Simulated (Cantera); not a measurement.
**Carbothermic reduction: CuO + CH₄ + H₂**

Feed: 1 mol CuO, 0.88 mol CH₄, 0.17 mol H₂, equilibrated at 31.5 Torr.

Equilibrium computed with Cantera from the NASA thermochemical tables; the gas is ideal and each condensed phase is pure. Candidate condensed phases: C, C₆H₆, C₇H₈, C₈H₁₈, Cu, CuO, Cu(OH)₂, Cu₂O, H₂O; 113 gas species. The numbers say what is thermodynamically allowed, not how fast it happens.

| T (°C) | log p H₂ | log p CO | log p Cu | log p H | log p H₂O | n Cu(l) |
|---|---|---|---|---|---|---|
| 1177 | -1.56 | -1.89 | -5.46 | -5.81 | -2.82 | 1.000 |
| 1277 | -1.56 | -1.89 | -4.73 | -5.28 | -2.81 | 0.999 |
| 1377 | -1.57 | -1.89 | -4.09 | -4.82 | -2.81 | 0.995 |
| 1477 | -1.57 | -1.89 | -3.52 | -4.42 | -2.80 | 0.980 |
| 1577 | -1.58 | -1.90 | -3.02 | -4.06 | -2.81 | 0.935 |
| 1677 | -1.60 | -1.92 | -2.57 | -3.74 | -2.82 | 0.807 |
| 1777 | -1.65 | -1.97 | -2.17 | -3.47 | -2.87 | 0.451 |
| 1877 | -1.71 | -2.02 | -1.96 | -3.23 | -2.92 | 0 |
| 1977 | -1.71 | -2.02 | -1.97 | -2.99 | -2.92 | 0 |
| 2077 | -1.73 | -2.03 | -1.97 | -2.77 | -2.93 | 0 |
| 2177 | -1.74 | -2.03 | -1.97 | -2.57 | -2.94 | 0 |
| 2277 | -1.77 | -2.04 | -1.98 | -2.39 | -2.96 | 0 |
log p: log10 of the partial pressure in bar; n: condensed amount in mol.

From 1177 °C to 1777 °C the condensed part is Cu(l). From 1877 °C to 2277 °C nothing is condensed. The main Cu-bearing gas is Cu throughout.
